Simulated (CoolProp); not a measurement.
Properties of ammonia at several states.

Values from CoolProp's reference Helmholtz-energy equation of state, Gao 2020.

```json
[
 {"T (K)": "352.5", "p (MPa)": "11.2", "phase": "liquid", "speed of sound (m/s)": "1002", "conductivity (mW/(m K))": "___"},
 {"T (K)": "326.1", "p (MPa)": "31.3", "phase": "liquid", "speed of sound (m/s)": "1357", "conductivity (mW/(m K))": "___"},
 {"T (K)": "334.3", "p (MPa)": "0.0163", "phase": "gas", "speed of sound (m/s)": "459.3", "conductivity (mW/(m K))": "___"},
 {"T (K)": "685.6", "p (MPa)": "0.0928", "phase": "gas", "speed of sound (m/s)": "636.6", "conductivity (mW/(m K))": "___"},
 {"T (K)": "682.7", "p (MPa)": "0.066", "phase": "gas", "speed of sound (m/s)": "635.4", "conductivity (mW/(m K))": "77.3"},
 {"T (K)": "335.2", "p (MPa)": "0.212", "phase": "gas", "speed of sound (m/s)": "___", "conductivity (mW/(m K))": "28.8"}
]
```

Fill in the missing entries.


- 352.5, conductivity (mW/(m K)): 360
- 326.1, conductivity (mW/(m K)): 466
- 334.3, conductivity (mW/(m K)): 28.5
- 685.6, conductivity (mW/(m K)): 77.5
- 335.2, speed of sound (m/s): 456.3

Thermal conductivity comes from a separate model (Tufeu 1984).
